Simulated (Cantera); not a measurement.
Charge: 1 mol Al, 0.011 mol H2O, 2.5 mol N2, at 0.100 bar.

Equilibrium computed with Cantera from the NASA thermochemical tables; the gas is ideal and each condensed phase is pure. Candidate condensed phases: Al, AlN, Al2O3, H2O; 35 gas species. The numbers say what is thermodynamically allowed, not how fast it happens. All values below are at 650 °C.

Base state: N2 0.995, H2 0.00546 (mole fractions); condensed: AlN(s) + Al2O3(s).

Problem. What changes in the equilibrium state with this change: 0.024 mol CH4 added?

Solution. 
```csv
species,before,after
N2,0.995,0.971
H2,0.00546,0.0286
CH4,0,1.90e-5
"AlN(s), mol",0.993,0.993
"Al2O3(s), mol",0.00367,0.00367
"C(graphite), mol",0,0.0240
```
Further candidate phases: C, C6H6, C7H8, C8H18.
